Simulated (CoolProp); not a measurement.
Saturation properties of nitrogen (Tc = 126.2 K, pc = 3396 kPa, ω = 0.037).

Values from CoolProp's reference Helmholtz-energy equation of state, Span 2000.

```json
[
 {"T (K)": "73.7", "p (kPa)": "64.35", "liquid cp (kJ/(kg K))": "2.026", "vapour Z": "0.9688", "liquid viscosity (µPa s)": "187"},
 {"T (K)": "78.3", "p (kPa)": "113.1", "liquid cp (kJ/(kg K))": "2.046", "vapour Z": "0.9534", "liquid viscosity (µPa s)": "155"},
 {"T (K)": "82.9", "p (kPa)": "185.9", "liquid cp (kJ/(kg K))": "2.074", "vapour Z": "0.9338", "liquid viscosity (µPa s)": "131"},
 {"T (K)": "87.5", "p (kPa)": "289.2", "liquid cp (kJ/(kg K))": "2.113", "vapour Z": "0.9098", "liquid viscosity (µPa s)": "112"},
 {"T (K)": "92.1", "p (kPa)": "429.7", "liquid cp (kJ/(kg K))": "2.168", "vapour Z": "0.8812", "liquid viscosity (µPa s)": "96.2"},
 {"T (K)": "96.8", "p (kPa)": "619.0", "liquid cp (kJ/(kg K))": "2.246", "vapour Z": "0.8470", "liquid viscosity (µPa s)": "83.3"},
 {"T (K)": "101.4", "p (kPa)": "856.5", "liquid cp (kJ/(kg K))": "2.356", "vapour Z": "0.8079", "liquid viscosity (µPa s)": "72.7"},
 {"T (K)": "106", "p (kPa)": "1153", "liquid cp (kJ/(kg K))": "2.521", "vapour Z": "0.7628", "liquid viscosity (µPa s)": "63.4"},
 {"T (K)": "110.6", "p (kPa)": "1517", "liquid cp (kJ/(kg K))": "2.786", "vapour Z": "0.7101", "liquid viscosity (µPa s)": "54.9"},
 {"T (K)": "115.2", "p (kPa)": "1958", "liquid cp (kJ/(kg K))": "3.269", "vapour Z": "0.6471", "liquid viscosity (µPa s)": "46.9"}
]
```

It boils at 77.4 K under 1 atm.

Viscosity comes from a separate model (Lemmon 2004).
